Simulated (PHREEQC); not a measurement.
Model water analysis in mg/L, 20 °C, pH 7.76, pe 10.1:

| constituent | mg/L |
|---|---|
| Na | 2440 |
| K | 8.82 |
| Ca | 43.4 |
| Mg | 551 |
| Cl | 4860 |
| S(6) as SO4 | 1120 |
| Alkalinity as HCO3 | 14.1 |
| Cd | 68.4 |

Valence states are taken as typed.

Computed with PHREEQC (ion-association model, phreeqc.dat).

The ionic strength is 0.179 mol/kgw, the specific conductance is 13200 µS/cm and the density is 1.005 g/cm³. The charge-balance error is -1.9 %.

| species | molality | activity | log γ |
|---|---|---|---|
| Cl- | 0.138 | 0.0999 | -0.139 |
| Na+ | 0.106 | 0.0800 | -0.122 |
| Mg+2 | 0.0197 | 0.00700 | -0.450 |
| SO4-2 | 0.00734 | 0.00226 | -0.513 |
| MgSO4 | 0.00312 | 0.00325 | 0.018 |
| NaSO4- | 0.00116 | 0.000875 | -0.122 |
| Ca+2 | 0.000972 | 0.000325 | -0.476 |
| CdCl+ | 0.000375 | 0.000282 | -0.123 |
| K+ | 0.000225 | 0.000162 | -0.141 |
| HCO3- | 0.000194 | 0.000147 | -0.122 |

This is a speciation only: nothing precipitates in the calculation. Examples of supersaturated solids here: Otavite. Others may be too.
